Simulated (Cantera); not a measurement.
Feed: 1 mol CuF2, 290 mol H2, held at 552 °C and 0.100 bar.

Method: chemical equilibrium by Gibbs-energy minimisation in Cantera with the NASA 1993 tables (ideal gas, pure condensed phases). Candidate condensed phases: Cu, CuF2; 15 gas species. The numbers say what is thermodynamically allowed, not how fast it happens.

Task: What is the equilibrium state?

Result: 
| Quantity | Value |
|---|---|
| x(H2) | 0.993 |
| x(HF) | 0.00687 |
| n(Cu(s)) | 1.00 mol |
| gas amount | 291.0 mol |
| log10 activity of CuF2(s) (absent) | -14.35 |
